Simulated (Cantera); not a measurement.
Feed: 1 mol Fe3O4, 1.6 mol CH4, 8.2 mol H2, held at 1325 °C and 0.158 Torr.

Cantera equilibrium calculation (NASA polynomials, part measured and part estimated; ideal gas, pure solids and liquids). Candidate condensed phases: C, C6H6, C7H8, C8H18, Fe, Fe(CO)5, FeO, Fe(OH)2, Fe(OH)3, Fe2O3, Fe3O4, H2O; 114 gas species. The numbers say what is thermodynamically allowed, not how fast it happens.

Base state: H2 0.696, H2O 0.174, CO 0.113, CO2 0.00942, Fe 0.00503, H 0.00306, OH 2.98e-5 (mole fractions); condensed: Fe(γ).

**Question.** What changes in the equilibrium state with this change: Fe3O4 replaced by TiO2?

**Answer.** 
```json
[
 {"species": "H2", "before": "0.696", "after": "0.894"},
 {"species": "CO", "before": "0.113", "after": "0.102"},
 {"species": "H", "before": "0.00306", "after": "0.00347"},
 {"species": "H2O", "before": "0.174", "after": "8.99e-6"},
 {"species": "Fe", "before": "0.00503", "after": "0"},
 {"species": "CO2", "before": "0.00942", "after": "3.43e-7"},
 {"species": "OH", "before": "2.98e-5", "after": "1.36e-9"},
 {"species": "Fe(γ), mol", "before": "2.93", "after": "0"},
 {"species": "TiC(s), mol", "before": "0", "after": "0.300"},
 {"species": "TiO(s), mol", "before": "0", "after": "0.700"}
]
```
Mutual solubility and eutectic melting of coexisting phases are not modelled. TiC, TiO: taken at fixed stoichiometry. Condensed phases not in the tables: solid solutions among these carbides, nitrides and lower oxides. Further candidate phases: Ti, TiC, TiO, TiO2, Ti2O3, Ti3O5, Ti4O7.

**Question.** What changes in the equilibrium state with this change: temperature from 1325 °C to 1125 °C?

**Answer.** 
```csv
species,before,after
H2,0.696,0.705
H2O,0.174,0.172
CO,0.113,0.111
Fe,0.00503,6.95e-5
CO2,0.00942,0.0125
OH,2.98e-5,1.32e-6
H,0.00306,0.000274
"Fe(γ), mol",2.93,3.00
```

**Question.** What changes in the equilibrium state with this change: temperature from 1325 °C to 2075 °C?

**Answer.** 
```
species      before    after
----------  -------  -------
H           0.00306    0.427
H2            0.696    0.251
Fe          0.00503    0.140
O           1.09e-7   0.0215
OH          2.98e-5   0.0187
H2O           0.174   0.0637
CO            0.113   0.0722
O2          1.25e-8  0.00227
FeO         7.45e-6  0.00144
CO2         0.00942  0.00319
Fe(γ), mol     2.93        0
```
